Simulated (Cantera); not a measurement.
Source: NASA polynomial tables (part measured, part estimated), evaluated in Cantera. Values are per mole of reaction as written; species without (g) are pure solids or liquids, kept so even where they would boil at 1 bar.

Q: Between 1223 and 1823 K, where is each reaction favourable under standard conditions?
- 3 C2H6(g) = 2 C3H8(g) + H2(g)
- 2 C6H6(g) = 3 C2H4(g) + 6 C

A: 
- 3 C2H6(g) = 2 C3H8(g) + H2(g): ΔG° is 47 kJ at 1223 K and 41 kJ at 1823 K; it stays positive (K < 1). ΔH° is 61 kJ and ΔS° 11 J/K at 1823 K.
- 2 C6H6(g) = 3 C2H4(g) + 6 C: ΔG° is -197 kJ at 1223 K and -286 kJ at 1823 K; it stays negative (K > 1). ΔH° is -19 kJ and ΔS° 146 J/K at 1823 K.
